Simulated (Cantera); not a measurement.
**Pyrogenic steam for wet oxidation**

An isothermal, constant-pressure homogeneous reactor starts with 21.3 % H2, 16.4 % O2, 62.3 % N2, equivalence ratio 0.65, at 875 K and 420 Torr.

Detailed kinetics in Cantera: GRI-Mech 3.0 (53 species, 325 reactions). Below about 950 K walls govern HO2 and H2O2 in real vessels. The temperature is held fixed by assumption; the heat of reaction is taken as removed at once.

| t (s) | x H2 | x O2 | x H2O | x N2O | x O | x NO |
|---|---|---|---|---|---|---|
| 6.00e-6 | 0.213 | 0.164 | <1e-12 | <1e-12 | <1e-12 | <1e-12 |
| 4.30e-5 | 0.213 | 0.164 | 5.76e-12 | <1e-12 | <1e-12 | <1e-12 |
| 0.000308 | 0.213 | 0.164 | 1.33e-10 | <1e-12 | 1.80e-12 | <1e-12 |
| 0.00221 | 0.213 | 0.164 | 1.25e-9 | <1e-12 | 2.04e-12 | <1e-12 |
| 0.0158 | 0.213 | 0.164 | 1.40e-8 | <1e-12 | 4.23e-12 | <1e-12 |
| 0.114 | 0.213 | 0.164 | 1.62e-6 | <1e-12 | 1.68e-10 | <1e-12 |
| 0.814 | 0.207 | 0.161 | 0.00666 | 1.55e-10 | 3.25e-8 | <1e-12 |
| 5.84 | 0.123 | 0.121 | 0.101 | 2.18e-9 | 1.68e-8 | <1e-12 |
| 41.8 | 0.000852 | 0.0646 | 0.238 | 1.28e-8 | 3.49e-9 | <1e-12 |
| 300 | 9.35e-6 | 0.0642 | 0.239 | 1.37e-8 | 4.60e-12 | <1e-12 |
x: mole fraction; the columns are a selection and need not sum to one.

Equilibrium at this temperature and pressure: H2 1.58e-12, O2 0.0642, H2O 0.239, N2O 2.29e-10, O <1e-12, NO 3.40e-6 (gas phase only).
